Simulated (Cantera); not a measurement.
## Adiabatic ignition

An adiabatic, constant-pressure homogeneous reactor starts with 1.73 % C3H8, 20.6 % O2, 77.6 % N2, at 1425 K and 390 Torr.

Cantera simulation using GRI-Mech 3.0 (53 species, 325 reactions); the numbers are that mechanism's predictions, not measurements. GRI-Mech 3.0 was tuned for natural gas; its chemistry of propane as a main component is partial and can be far from experiment.

| t (s) | T (K) | x C3H8 | x O2 | x HCN | x C2H2 | x CO | x CH2 | x C2H4 |
|---|---|---|---|---|---|---|---|---|
| 9.00e-6 | 1424 | 0.0172 | 0.206 | <1e-12 | 3.21e-9 | 2.32e-7 | 4.59e-9 | 0.000106 |
| 2.56e-5 | 1422 | 0.0168 | 0.206 | <1e-12 | 9.49e-8 | 5.81e-6 | 4.21e-8 | 0.000481 |
| 7.30e-5 | 1421 | 0.0150 | 0.205 | 6.38e-12 | 2.91e-6 | 0.000156 | 2.18e-7 | 0.00226 |
| 0.000208 | 1562 | 0.00142 | 0.178 | 5.93e-9 | 0.000458 | 0.0143 | 7.96e-6 | 0.0102 |
| 0.000592 | 2083 | <1e-12 | 0.114 | <1e-12 | <1e-12 | 0.00984 | <1e-12 | <1e-12 |
| 0.00169 | 2231 | <1e-12 | 0.115 | <1e-12 | <1e-12 | 0.00445 | <1e-12 | <1e-12 |
| 0.00480 | 2281 | <1e-12 | 0.116 | <1e-12 | <1e-12 | 0.00220 | <1e-12 | <1e-12 |
| 0.0137 | 2283 | <1e-12 | 0.116 | <1e-12 | <1e-12 | 0.00209 | <1e-12 | <1e-12 |
| 0.0390 | 2280 | <1e-12 | 0.115 | <1e-12 | <1e-12 | 0.00206 | <1e-12 | <1e-12 |
| 0.111 | 2274 | <1e-12 | 0.113 | <1e-12 | <1e-12 | 0.00200 | <1e-12 | <1e-12 |
| 0.316 | 2267 | <1e-12 | 0.111 | <1e-12 | <1e-12 | 0.00193 | <1e-12 | <1e-12 |
| 0.900 | 2265 | <1e-12 | 0.111 | <1e-12 | <1e-12 | 0.00191 | <1e-12 | <1e-12 |
x: mole fraction; the columns are a selection and need not sum to one.

```
Item                                                              Result
---------------------------------  -------------------------------------
time of steepest temperature rise                               0.227 ms
temperature at 0.900 s                                            2265 K
equilibrium temperature                                           2265 K
x(C3H8) at 0.900 s                 <1e-12 (gas-phase equilibrium <1e-12)
x(O2) at 0.900 s                     0.111 (gas-phase equilibrium 0.111)
x(HCN) at 0.900 s                  <1e-12 (gas-phase equilibrium <1e-12)
```
